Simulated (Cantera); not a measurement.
A closed system holds: 1 mol SiC, 0.23 mol N2O, 330 mol H2, held at 2248 K and 2.90e-5 bar.

Equilibrium computed with Cantera from the NASA thermochemical tables; the gas is ideal and each condensed phase is pure. Candidate condensed phases: C, C6H6, C7H8, C8H18, H2O, Si, SiC, SiO2, Si2N2O, Si3N4; 151 gas species. Rates play no part.

**Question.** What is the equilibrium state?

**Answer.** 
```
Item                                       Result
--------------------------------------  ---------
x(H)                                        0.719
x(H2)                                       0.278
x(Si)                                     0.00184
x(CO)                                    0.000444
x(C2H2 (acetylene))                      0.000368
x(N2)                                    0.000320
x(HCN)                                   0.000209
x(SiC2)                                   8.48e-5
x(C)                                      7.68e-5
gas amount                              517.6 mol
log10 activity of C(graphite) (absent)      -0.20
log10 activity of Si(l) (absent)            -4.04
```
